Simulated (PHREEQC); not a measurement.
Solution (25 °C): 0.0081 mol HF and 0.0056 mol NH4HF2 per kg of water. Closed to the air; pH follows from the charge balance.

The numbers come from PHREEQC with the ion-association model, wateq4f.dat.

Each row changes one thing in this solution. This is a speciation only: nothing precipitates in the calculation.

| case | pH | ionic strength (mol/kgw) | HF (mol/kgw) | F- (mol/kgw) | H2F2 (mol/kgw) | HF2- (mol/kgw) |
|---|---|---|---|---|---|---|
| as made | 2.90 | 0.00695 | 0.0114 | 0.00666 | 0.000338 | 0.000291 |
| diluted 5-fold with water | 3.14 | 0.00188 | 0.00194 | 0.00187 | 9.85e-6 | 1.39e-5 |
| temperature from 25 to 65 °C | 3.16 | 0.00636 | 0.0124 | 0.00603 | 8.61e-5 | 0.000330 |
| temperature from 25 to 80 °C | 3.27 | 0.00618 | 0.0127 | 0.00586 | 4.80e-5 | 0.000320 |
| HF from 0.0081 to 0.081 mol/kgw | 2.30 | 0.0111 | 0.0601 | 0.00900 | 0.00945 | 0.00208 |
| NH4HF2 left out | 2.70 | 0.00209 | 0.00579 | 0.00204 | 8.75e-5 | 4.54e-5 |
| temperature from 25 to 10 °C | 2.83 | 0.00720 | 0.0108 | 0.00695 | 0.000516 | 0.000250 |
| HF left out | 3.25 | 0.00621 | 0.00476 | 0.00610 | 5.91e-5 | 0.000111 |

Away from 25 °C the constants follow the database's enthalpies or fits; those with neither stay at their 25 °C values.
